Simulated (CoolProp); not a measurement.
The numbers come from the reference Helmholtz-energy equation of state, Thol 2019 in CoolProp.

**Question.** Give the vapour pressure (MPa), liquid density (kg/m³), enthalpy of vaporisation (kJ/kg), liquid cp (kJ/(kg K)) of saturated tetradecamethylhexasiloxane (MD4M) at 163.65, 182.15, 200.65 °C.

**Answer.** 
| T (°C) | p (MPa) | liquid density (kg/m³) | enthalpy of vaporisation (kJ/kg) | liquid cp (kJ/(kg K)) |
|---|---|---|---|---|
| 163.65 | 0.00634 | 749 | 129 | 2.01 |
| 182.15 | 0.0123 | 729 | 123 | 2.05 |
| 200.65 | 0.0222 | 709 | 117 | 2.08 |
